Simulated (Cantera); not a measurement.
Feed: 1 mol MgCl₂, 4.4 mol H₂, equilibrated at 8.60 Pa.

Equilibrium computed with Cantera from the NASA thermochemical tables; the gas is ideal and each condensed phase is pure. Candidate condensed phases: Mg, MgCl₂; 10 gas species. Rates play no part.

x: gas mole fraction; nothing condenses.

```json
[
 {"T (°C)": "702", "x H₂": "0.814", "x MgCl₂": "0.185", "x HCl": "0.000580", "x Mg": "0.000288", "x H": "1.11e-7", "x MgCl": "3.94e-6", "x Cl": "…"},
 {"T (°C)": "752", "x H₂": "0.814", "x MgCl₂": "0.184", "x HCl": "0.00117", "x Mg": "0.000579", "x H": "4.24e-7", "x MgCl": "8.84e-6", "x Cl": "…"},
 {"T (°C)": "802", "x H₂": "0.813", "x MgCl₂": "0.184", "x HCl": "0.00219", "x Mg": "0.00109", "x H": "1.43e-6", "x MgCl": "1.83e-5", "x Cl": "…"},
 {"T (°C)": "852", "x H₂": "0.811", "x MgCl₂": "0.183", "x HCl": "0.00390", "x Mg": "0.00193", "x H": "4.32e-6", "x MgCl": "3.56e-5", "x Cl": "…"},
 {"T (°C)": "902", "x H₂": "0.809", "x MgCl₂": "0.181", "x HCl": "0.00657", "x Mg": "0.00325", "x H": "1.19e-5", "x MgCl": "6.49e-5", "x Cl": "…"},
 {"T (°C)": "952", "x H₂": "0.805", "x MgCl₂": "0.179", "x HCl": "0.0106", "x Mg": "0.00524", "x H": "3.02e-5", "x MgCl": "0.000112", "x Cl": "…"},
 {"T (°C)": "1002", "x H₂": "0.800", "x MgCl₂": "0.175", "x HCl": "0.0164", "x Mg": "0.00811", "x H": "7.11e-5", "x MgCl": "0.000185", "x Cl": "…"},
 {"T (°C)": "1052", "x H₂": "0.792", "x MgCl₂": "0.171", "x HCl": "0.0244", "x Mg": "0.0121", "x H": "0.000157", "x MgCl": "0.000291", "x Cl": "…"},
 {"T (°C)": "1102", "x H₂": "0.783", "x MgCl₂": "0.164", "x HCl": "0.0352", "x Mg": "0.0174", "x H": "0.000327", "x MgCl": "0.000439", "x Cl": "…"},
 {"T (°C)": "1152", "x H₂": "0.770", "x MgCl₂": "0.156", "x HCl": "0.0489", "x Mg": "0.0242", "x H": "0.000645", "x MgCl": "0.000635", "x Cl": "…"}
]
```

Question: Fill in the missing entries.

Answer: 
- 702, x Cl: 7.46e-11
- 752, x Cl: 5.60e-10
- 802, x Cl: 3.48e-9
- 852, x Cl: 1.84e-8
- 902, x Cl: 8.44e-8
- 952, x Cl: 3.42e-7
- 1002, x Cl: 1.24e-6
- 1052, x Cl: 4.06e-6
- 1102, x Cl: 1.22e-5
- 1152, x Cl: 3.36e-5
